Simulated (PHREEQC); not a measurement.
**Ultrapure water in contact with air or piping: speciation**

Synthetic water in mmol/kgw, 25 °C, pH 6.64, pe 12.4:

```csv
constituent,mmol/kgw
Na,0.00325
K,0.00346
Ca,0.00146
Mg,0.000573
Cl,0.00215
S(6),0.00212
Alkalinity (meq/kgw),0.00435
O(0) (counted as O atoms),4.13e-05
```

Valence states are taken as typed.

Computed with PHREEQC (ion-association model, wateq4f.dat).

No solid was allowed to form.

Q: Predict the charge-balance error.

A: charge-balance error 0.2 %.

Q: In which forms is C present?

A: HCO3- 66 %, CO2 34 % of the C.

Species that the database lacks are ignored.
